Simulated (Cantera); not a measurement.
Feed: 1 mol Si3N4, 0.25 mol Si, 0.018 mol H2, equilibrated at 2073.15 K and 65.0 Pa.

Equilibrium computed with Cantera from the NASA thermochemical tables; the gas is ideal and each condensed phase is pure. The tables' values for SiN are old estimates; treat these amounts as uncertain. Rates play no part.

| species | before | after |
|---|---|---|
| Si | 0.154 | 0.614 |
| N2 | 0.831 | 0.378 |
| H | 0.00662 | 0.00679 |
| H2 | 0.00411 | 7.81e-6 |
| N | 8.94e-8 | 4.71e-5 |
| Si3 | 0.000390 | 1.17e-6 |
| Si2N | 0.000966 | 9.98e-6 |
| SiH | 0.000144 | 8.45e-6 |
| Si2 | 0.00189 | 0.000402 |
| SiN | 0.000786 | 0.000712 |
| Si(l), mol | 2.86 | 0 |
Gas species are given as mole fractions.

Which change was made?
A. pressure from 65.0 Pa to 0.160 bar
B. temperature from 2073.15 K to 2723.15 K
C. H2 from 0.018 to 0.25 mol
D. pressure from 65.0 Pa to 1 atm

B, temperature from 2073.15 K to 2723.15 K
